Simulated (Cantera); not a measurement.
What does this Cantera script print?

```python
import numpy as np
import cantera as ct

gas_names = """
    AL ALCL ALCL2 ALCL3 ALH ALN ALO ALOCL ALOH ALO2 ALO2H AL2 AL2CL6 AL2O AL2O2 CL CLO CL2 H HALO HCL
    HNO HNO2 HNO3 HOCL HO2 H2 H2O H2O2 N NH NH2 NH3 NH2OH NO NO2 NO3 N2 N2H2 N2H4 N2O O OH O2 O3
""".split()
cond_names = """
    AL(cr) AL(L) ALCL3(s) ALCL3(L) ALN(s) AL2O3(a) AL2O3(L) H2O(s) H2O(L) NH4CL(a) NH4CL(b)
""".split()


def load(file, names, dense=False):
    # The tables refer to 1 bar. Condensed volumes are neglected.
    table = {s.name: s for s in ct.Species.list_from_file(file)}
    out = []
    for n in names:
        d = dict(table[n].input_data)
        d["thermo"] = dict(d["thermo"], **{"reference-pressure": 1e5})
        if dense:
            d["equation-of-state"] = {"model": "constant-volume", "density": "1e6 g/cm^3"}
        out.append(ct.Species.from_dict(d))
    return out


gas = ct.Solution(thermo="ideal-gas", species=load("nasa_gas.yaml", gas_names))
cond = {s.name: ct.Solution(thermo="fixed-stoichiometry", species=[s], name=s.name)
        for s in load("nasa_condensed.yaml", cond_names, dense=True)}
atoms = {
    'AlCl3': {'AL': 1, 'CL': 3},
    'H2O': {'H': 2, 'O': 1},
    'N2': {'N': 2},
}
top_T = {'ALN(s)': 2750}  # K; cautious upper limits of use, not melting points


def equilibrate(T, P, feed):
    n = {}
    for name, mol in feed.items():
        for a, k in atoms[name].items():
            n[a] = n.get(a, 0.0) + k * mol
    gas.TPX = T, P, n
    mass = sum(n.values()) * gas.mean_molecular_weight
    gas.equilibrate("TP")
    valid = [c for c in cond.values() if c.min_temp <= T <= top_T.get(c.name, c.max_temp)]
    mix = ct.Mixture([(gas, mass / gas.mean_molecular_weight)] + [(c, 0.0) for c in valid])
    mix.T, mix.P = T, P
    mix.equilibrate("TP", solver="vcs", rtol=1e-11, max_steps=5000)
    return mix


results = []
feed = {'AlCl3': 1, 'H2O': 1.5, 'N2': 1.4}  # mol
P = 610  # Pa
for T in [700, 800, 900, 1000, 1100, 1200, 1300, 1400, 1500, 1600, 1700]:
    mix = equilibrate(T, P, feed)
    results.append((T, P, feed, dict(zip(mix.species_names, mix.species_moles))))

top = {s: max(r[3][s] / sum(r[3][g] for g in gas_names) for r in results) for s in gas_names}
cols = sorted((s for s in top if top[s] > 1e-06), key=lambda s: -top[s])[:7]
seen = [c for c in cond_names if any(r[3].get(c, 0) > 1e-12 for r in results)]
print("log10 of partial pressures in bar; condensed amounts in mol")
print(f"{'T/K':>10s}" + "".join(f"{s[:9]:>10s}" for s in cols + seen))
for T, P, feed, n in results:
    ng = sum(n[g] for g in gas_names)
    print(f"{T:10.4g}" + "".join(f"{np.log10(max(n[s] / ng * P / 1e5, 1e-99)):10.3f}" for s in cols)
          + "".join(f"{n.get(c, 0):10.4g}" for c in seen))
```

It prints:

```
log10 of partial pressures in bar; condensed amounts in mol
       T/K       HCL        N2        CL        H2       H2O     ALCL3         H  AL2O3(a)
       700    -2.381    -2.712   -11.057    -9.744    -7.589    -7.765   -18.469       0.5
       800    -2.381    -2.712    -9.480    -8.848    -6.981    -7.157   -15.962       0.5
       900    -2.381    -2.712    -8.272    -8.103    -6.511    -6.687   -13.984    0.4999
      1000    -2.381    -2.712    -7.339    -7.434    -6.138    -6.314   -12.361    0.4998
      1100    -2.381    -2.712    -6.606    -6.822    -5.836    -6.012   -10.998    0.4996
      1200    -2.382    -2.712    -6.011    -6.275    -5.587    -5.763    -9.842    0.4994
      1300    -2.382    -2.712    -5.513    -5.798    -5.378    -5.554    -8.855     0.499
      1400    -2.383    -2.712    -5.089    -5.382    -5.201    -5.377    -8.004    0.4985
      1500    -2.385    -2.712    -4.723    -5.021    -5.051    -5.227    -7.265    0.4979
      1600    -2.389    -2.713    -4.403    -4.704    -4.922    -5.100    -6.617    0.4971
      1700    -2.395    -2.714    -4.122    -4.428    -4.810    -4.996    -6.045    0.4962
```

These are equilibrium values from Cantera (NASA tables, ideal gas, pure condensed phases), not measurements of a reactor. The tables' values for AlCl2 are old estimates; treat these amounts as uncertain. Condensed phases not in the tables: AlOCl.
